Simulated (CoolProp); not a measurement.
The fluid at 299.33 K and 2.66 MPa flows at 0.59 m/s in a round tube of 1 mm bore and 1.5 µm roughness, fully developed (64/Re and Nu = 3.66 if laminar; Colebrook and Gnielinski if turbulent). The same conditions are run with several fluids, on thermodynamics alone (safety and materials aside).

Model: reference Helmholtz-energy equation of state of each fluid (R13: Platzer 1990; methane: Setzmann 1991; oxygen: Schmidt 1985; C2F6 (R116): Lemmon 2006), in CoolProp. The equations of Platzer and Polt are older, rougher fits.

Q: Rank R13, methane, oxygen, C2F6 (R116) by Reynolds number, highest first.

A: C2F6 (R116) (7990), R13 (5800), oxygen (968), methane (910)

```
fluid        Darcy friction factor  pressure drop (Pa/m)  heat-transfer coefficient (W/(m² K))  mass flow (kg/h)
-----------  ---------------------  --------------------  ------------------------------------  ----------------
R13                         0.0376                  1050                                   373             0.269
methane                     0.0703                   220                                   132            0.0299
oxygen                      0.0661                   400                                   101            0.0580
C2F6 (R116)                 0.0348                  1410                                   614             0.389
```

Transport values come from each fluid's own correlations; those of R13, C2F6 (R116) are estimates that may be off by 10 % or more.
